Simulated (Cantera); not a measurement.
Standard-state values (1 bar) from the NASA 1993 polynomials, evaluated with Cantera. Values are per mole of reaction as written; species without (g) are pure solids or liquids, kept so even where they would boil at 1 bar.

O2(g) + 2 Cu + 2 H2O(g) ⇌ 2 Cu(OH)2, with ΔH° = -417.0 kJ and ΔS° = -432.1 J/K at 300 K.

**Question.** How far is the shortcut ΔG° ≈ ΔH°(300 K) − T·ΔS°(300 K) from the full temperature-dependent value at 550, 650, 750, 850, 950 K?

**Answer.** 
| T (K) | shortcut (kJ) | full (kJ) | difference (kJ) | difference in log10 K |
|---|---|---|---|---|
| 550 | -179.4 | -183.4 | 4.0 | -0.38 |
| 650 | -136.2 | -143.7 | 7.6 | -0.61 |
| 750 | -93.0 | -105.0 | 12.0 | -0.84 |
| 850 | -49.8 | -67.1 | 17.3 | -1.06 |
| 950 | -6.6 | -30.0 | 23.4 | -1.29 |
The shortcut ignores the heat-capacity change of the reaction.
